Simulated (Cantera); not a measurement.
## Pyrogenic steam for wet oxidation

A perfectly stirred reactor is fed with 53.1 % H2, 29.5 % O2, 17.4 % N2, at 0.928 atm; it is held at 1300 K, and followed from long to short residence time.

Cantera simulation using the H2/O2 subset of GRI-Mech 3.0, which has no nitrogen chemistry; the numbers are that mechanism's predictions, not measurements. The temperature is held fixed by assumption; the heat of reaction is taken as removed at once.

```csv
τ (s),x H2,x O2,x O,x HO2,x H2O,x OH
1.0,0.000481,0.0403,3.28e-6,1.16e-5,0.722,0.000130
0.39,0.000900,0.0405,6.83e-6,2.01e-5,0.722,0.000176
0.15,0.00161,0.0408,1.50e-5,3.20e-5,0.720,0.000251
0.058,0.00274,0.0413,3.34e-5,4.66e-5,0.719,0.000372
0.022,0.00463,0.0422,7.46e-5,6.35e-5,0.716,0.000566
0.0085,0.00770,0.0436,0.000159,8.13e-5,0.711,0.000853
0.0033,0.0127,0.0459,0.000324,9.95e-5,0.704,0.00126
0.0012,0.0217,0.0501,0.000663,0.000120,0.690,0.00189
```
x: mole fraction; the columns are a selection and need not sum to one.
